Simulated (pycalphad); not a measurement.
## Phase fractions of Mg-80.66Si (wt.%)

Source of the numbers: pycalphad with the COST 507 light-alloy database (1999); pressure 1 atm. No gas phase is included, though pure Mg would boil below 1525 K. The data set is of 1999 and partly superseded. Phase fractions are per mole of atoms. Diffusion is slow at the low end, where real alloys seldom reach equilibrium.

```tsv
T (K)	liquid	diamond (Si)	MG2SI
1525	1.000	-	-
1475	0.800	0.200	-
1425	0.662	0.338	-
1375	0.585	0.415	-
1325	0.537	0.463	-
1275	0.503	0.497	-
1225	0.477	0.523	-
1175	-	0.674	0.326
1125	-	0.674	0.326
1075	-	0.674	0.326
1025	-	0.674	0.326
975	-	0.674	0.326
925	-	0.674	0.326
875	-	0.674	0.326
825	-	0.674	0.326
775	-	0.674	0.326
725	-	0.674	0.326
675	-	0.674	0.326
625	-	0.674	0.326
575	-	0.674	0.326
525	-	0.674	0.326
475	-	0.674	0.326
425	-	0.674	0.326
375	-	0.674	0.326
```

Database names, with the compositions (at.%) that they take in these runs: MG2SI: Mg 67 Si 33.
